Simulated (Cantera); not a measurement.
A closed system holds: 1 mol Fe, 3.1 mol SO₂, 25 mol N₂, 0.0025 mol H₂S, held at 952 °C.

Equilibrium computed with Cantera from the NASA thermochemical tables; the gas is ideal and each condensed phase is pure. Candidate condensed phases: Fe, FeO, Fe(OH)₂, Fe(OH)₃, FeS, FeSO₄, FeS₂, Fe₂O₃, Fe₂(SO₄)₃, Fe₃O₄, H₂O, H₂SO₄, S; 38 gas species. The tables' stoichiometric FeO is somewhat more stable than real wüstite, so its field is too wide. FeO: taken at fixed stoichiometry. Gases not in the tables: S₃ to S₇. The numbers say what is thermodynamically allowed, not how fast it happens.

At 82.0 Pa, list the 5 most abundant gas species with their mole fractions, and the condensed phases.

N₂ 0.897, SO₂ 0.0930, S₂ 0.00884, SO 0.000534, H₂O 8.23e-5. Condensed: FeO(s).
